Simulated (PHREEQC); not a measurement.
Synthetic water in mg/L, 20 °C, pH 6.96, pe 10: Na 5.42; K 1.84; Ca 6.63; Mg 0.302; Cl 8.83; S(6) as SO4 7.22; Alkalinity as HCO3 14.3; Zn 0.0231; Br 0.283; Cd 0.948.

Valence states are taken as typed.

Model: ion-association model, phreeqc.dat, run in PHREEQC.

Precipitation was switched off in this run.

Question: Predict the charge-balance error.

Answer: charge-balance error 1.5 %.

Question: In which forms is Mg present?

Answer: Mg+2 99 %, MgSO4 1.1 % of the Mg.
